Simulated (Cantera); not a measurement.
A Cantera script and what it prints.

```python
import numpy as np
import cantera as ct

gas_names = """
    H HNO HNO2 HNO3 HO2 H2 H2O H2O2 N NH NH2 NH3 NH2OH NO NO2 NO3 N2 N2H2 N2H4 N2O O OH O2 O3 Si SiH
    SiH2 SiH3 SiH4 SiN SiO SiO2 Si2 Si2N Si3
""".split()
cond_names = """
    H2O(s) H2O(L) Si(cr) Si(L) SiO2(Lqz) SiO2(hqz) SiO2(L) Si2N2O(s) Si3N4(a)
""".split()


# ... load() reads the species with a 1 bar reference pressure and builds the phases ...
atoms = {
    'Si3N4': {'Si': 3, 'N': 4},
    'N2O': {'N': 2, 'O': 1},
    'H2': {'H': 2},
}
top_T = {'Si2N2O(s)': 2100, 'Si3N4(a)': 2400}  # K; cautious upper limits of use, not melting points


# ... equilibrate(T, P, feed) seeds the gas with the atoms and calls Mixture.equilibrate('TP', solver="vcs", rtol=1e-11, max_steps=5000) ...
results = []
feed = {'Si3N4': 1, 'N2O': 0.72, 'H2': 4.6}  # mol
P = 69  # Pa
for T in [1673, 1723, 1773, 1823, 1873, 1923, 1973, 2023, 2073]:
    mix = equilibrate(T, P, feed)
    results.append((T, P, feed, dict(zip(mix.species_names, mix.species_moles))))

top = {s: max(r[3][s] / sum(r[3][g] for g in gas_names) for r in results) for s in gas_names}
cols = sorted((s for s in top if top[s] > 1e-06), key=lambda s: -top[s])[:5]
seen = [c for c in cond_names if any(r[3].get(c, 0) > 1e-12 for r in results)]
print("log10 of partial pressures in bar; condensed amounts in mol")
print(f"{'T/K':>10s}" + "".join(f"{s[:9]:>10s}" for s in cols + seen))
for T, P, feed, n in results:
    ng = sum(n[g] for g in gas_names)
    print(f"{T:10.4g}" + "".join(f"{np.log10(max(n[s] / ng * P / 1e5, 1e-99)):10.3f}" for s in cols)
          + "".join(f"{n.get(c, 0):10.4g}" for c in seen))
```

Output:

```
log10 of partial pressures in bar; condensed amounts in mol
       T/K        H2        N2        Si       SiO         H    Si(cr)     Si(L)
      1673    -3.406    -3.633    -6.379    -4.210    -5.646     2.275         0
      1723    -3.407    -3.634    -6.007    -4.211    -5.443         0     2.267
      1773    -3.410    -3.635    -5.672    -4.212    -5.251         0     2.253
      1823    -3.414    -3.637    -5.355    -4.215    -5.070         0     2.224
      1873    -3.421    -3.642    -5.055    -4.219    -4.900         0     2.168
      1923    -3.431    -3.649    -4.770    -4.226    -4.742         0     2.063
      1973    -3.449    -3.661    -4.501    -4.238    -4.594         0     1.865
      2023    -3.476    -3.683    -4.245    -4.259    -4.460         0     1.495
      2073    -3.523    -3.719    -4.001    -4.296    -4.341         0    0.7868
```

Cantera equilibrium calculation (NASA polynomials, part measured and part estimated; ideal gas, pure solids and liquids). The tables' values for SiN are old estimates; treat these amounts as uncertain. Gases not in the tables: Si2H6 and higher silanes.
